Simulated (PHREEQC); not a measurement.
Model water analysis in mmol/kgw, 25 °C, pH 6.09, pe 8: Na 0.000741; K 3.96e-05; Ca 0.000532; Mg 0.000284; Cl 0.000789; S(6) 0.000226; Alkalinity (meq/kgw) 0.00118; N(5) 2.5e-06; Si 6.65e-06; Zn 7.42e-06.

Valence states are taken as typed.

Model: ion-association model, phreeqc.dat, run in PHREEQC.

```
quantity                    before     after
------------------------  --------  --------
ionic strength (mol/kgw)   4.29e-6   4.29e-6
CO2 (mol/kgw)              3.61e-6   2.96e-6
HCO3- (mol/kgw)            1.98e-6   1.74e-6
CO3-2 (mol/kgw)           1.15e-10  1.62e-10
CaSO4 (mol/kgw)           2.10e-11  2.88e-11
HSO4- (mol/kgw)           1.77e-11  6.29e-11
SI of Quartz (SiO2)          -4.20     -4.83
```

Problem. Name the change that produced these shifts.
A. Zn from 7.42e-06 to 2.23e-05 mmol/kgw
B. temperature from 25 to 75 °C at the same typed pH
C. all concentrations times 3 at the same typed pH

Solution. B, temperature from 25 to 75 °C at the same typed pH

This is a speciation only: nothing precipitates in the calculation. Away from 25 °C the constants follow the database's enthalpies or fits; those with neither stay at their 25 °C values.
